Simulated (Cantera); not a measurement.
Cantera run:

```python
import numpy as np
import cantera as ct

gas_names = """
    Ba BaF BaF2 F F2 H HF H2 H2F2 H3F3 H4F4 H5F5 H6F6 H7F7
""".split()
cond_names = """
    Ba(cr) Ba(L) BaF2(a) BaF2(b,c) BaF2(L)
""".split()


# ... load() reads the species with a 1 bar reference pressure and builds the phases ...
atoms = {
    'BaF2': {'Ba': 1, 'F': 2},
    'HF': {'H': 1, 'F': 1},
    'H2': {'H': 2},
}
top_T = {}  # K; cautious upper limits of use, not melting points


# ... equilibrate(T, P, feed) seeds the gas with the atoms and calls Mixture.equilibrate('TP', solver="vcs", rtol=1e-11, max_steps=5000) ...
results = []
feed = {'BaF2': 1, 'HF': 0.55, 'H2': 98}  # mol
P = 10  # Pa
for T in [723, 823, 923, 1023, 1123, 1223, 1323, 1423, 1523]:
    mix = equilibrate(T, P, feed)
    results.append((T, P, feed, dict(zip(mix.species_names, mix.species_moles))))

top = {s: max(r[3][s] / sum(r[3][g] for g in gas_names) for r in results) for s in gas_names}
cols = sorted((s for s in top if top[s] > 1e-06), key=lambda s: -top[s])[:7]
seen = [c for c in cond_names if any(r[3].get(c, 0) > 1e-12 for r in results)]
print("log10 of partial pressures in bar; condensed amounts in mol")
print(f"{'T/K':>10s}" + "".join(f"{s[:9]:>10s}" for s in cols + seen))
for T, P, feed, n in results:
    ng = sum(n[g] for g in gas_names)
    print(f"{T:10.4g}" + "".join(f"{np.log10(max(n[s] / ng * P / 1e5, 1e-99)):10.3f}" for s in cols)
          + "".join(f"{n.get(c, 0):10.4g}" for c in seen))
```

Result:

```
log10 of partial pressures in bar; condensed amounts in mol
       T/K        H2      BaF2        HF       BaF         H        Ba   BaF2(a)
       723    -4.002   -18.860    -6.253   -27.001   -15.075   -37.584         1
       823    -4.002   -15.403    -6.253   -21.731   -13.136   -30.311         1
       923    -4.002   -12.714    -6.253   -17.626   -11.613   -24.638         1
      1023    -4.002   -10.570    -6.253   -14.345   -10.384   -20.097         1
      1123    -4.002    -8.825    -6.253   -11.669    -9.372   -16.385    0.9985
      1223    -4.003    -7.388    -6.253    -9.455    -8.523   -13.306    0.9593
      1323    -4.006    -6.191    -6.238    -7.616    -7.802   -10.750    0.3363
      1423    -4.008    -6.048    -6.180    -6.967    -7.181    -9.530         0
      1523    -4.009    -6.117    -6.101    -6.626    -6.641    -8.721         0
```

Equilibrium computed with Cantera from the NASA thermochemical tables; the gas is ideal and each condensed phase is pure.
